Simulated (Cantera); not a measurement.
An isothermal, constant-pressure homogeneous reactor starts with 22.8 % CH₄, 72.9 % H₂O, 4.33 % H₂, at 1673 K and 555 Torr.

Model: GRI-Mech 3.0 (53 species, 325 reactions), integrated in Cantera.

x: mole fraction; the columns are a selection and need not sum to one.

```
t (s)        x CH₄  x H₂O    x H₂    x C₂H₄     x CH₂
--------  --------  -----  ------  --------  --------
2.00e-6      0.228  0.729  0.0433  3.19e-10  7.30e-11
1.10e-5      0.228  0.729  0.0433   8.52e-8         ?
6.02e-5      0.227  0.729  0.0435   1.29e-5         ?
0.000330     0.224  0.728  0.0459  0.000658         ?
0.00181      0.200  0.716  0.0711   0.00507         ?
0.00994      0.129  0.667   0.161   0.00227         ?
0.0545      0.0501  0.589   0.280   0.00100         ?
0.299       0.0240  0.469   0.393  0.000701         ?
1.64       0.00947  0.352   0.493  0.000132         ?
9.00      0.000499  0.321   0.523   3.26e-7  3.40e-10
```

Q: Fill in the missing entries.

A: 
- 1.10e-5, x CH₂: 1.81e-9
- 6.02e-5, x CH₂: 3.65e-8
- 0.000330, x CH₂: 1.92e-7
- 0.00181, x CH₂: 2.62e-7
- 0.00994, x CH₂: 1.89e-7
- 0.0545, x CH₂: 1.24e-7
- 0.299, x CH₂: 5.24e-8
- 1.64, x CH₂: 9.96e-9
